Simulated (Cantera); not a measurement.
An isothermal, constant-pressure homogeneous reactor starts with C2H6 : H2 = 1 : 93 (molar parts), at 2000 K and 11.0 Pa. Integrator tolerance rtol = 1e-08.

Detailed kinetics in Cantera: GRI-Mech 3.0 (53 species, 325 reactions). GRI-Mech 3.0 stops at C3 and has no aromatics, soot or wall deposition, so with more carbon than oxygen in the feed, carbon stays in small species such as C2H2 where larger ones or solid carbon would form. Radical loss at walls, strong at low pressure, is not modelled.

What does this change do: pressure from 11.0 Pa to 100000 Pa?


```csv
quantity,before,after
x(C2H6) at 20.0 s,2.30e-9 (gas-phase equilibrium <1e-12),3.17e-8 (gas-phase equilibrium 3.17e-8)
x(H2) at 20.0 s,0.976 (gas-phase equilibrium 0.847),0.987 (gas-phase equilibrium 0.987)
x(CH3) at 20.0 s,0.000183 (gas-phase equilibrium 4.28e-7),4.75e-5 (gas-phase equilibrium 4.75e-5)
x(H) at 20.0 s,0.0136 (gas-phase equilibrium 0.144),0.00163 (gas-phase equilibrium 0.00163)
x(CH4) at 20.0 s,0.000666 (gas-phase equilibrium 1.28e-7),0.00146 (gas-phase equilibrium 0.00146)
x(C2H4) at 20.0 s,6.27e-7 (gas-phase equilibrium 6.01e-9),6.35e-5 (gas-phase equilibrium 6.35e-5)
x(CH2) at 20.0 s,3.22e-6 (gas-phase equilibrium 9.42e-8),1.02e-7 (gas-phase equilibrium 1.02e-7)
```
